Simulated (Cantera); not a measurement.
Feed: 1 mol SiH2Cl2, 0.035 mol C3H8, 430 mol H2, at 1.00 bar.

These are equilibrium values from Cantera (NASA tables, ideal gas, pure condensed phases), not measurements of a reactor. Candidate condensed phases: C, C6H6, C7H8, C8H18, Si, SiC; 109 gas species. Mutual solubility and eutectic melting of coexisting phases are not modelled. Gases not in the tables: Si2H6 and higher silanes. The numbers say what is thermodynamically allowed, not how fast it happens.

Task: At 1873 K, list the 6 most abundant gas species with their mole fractions, and the condensed phases.

Result: H2 0.995, HCl 0.00451, H 0.000644, SiCl2 5.72e-5, SiH2 4.88e-5, CH4 2.00e-5. Condensed: Si(l) + SiC(s).
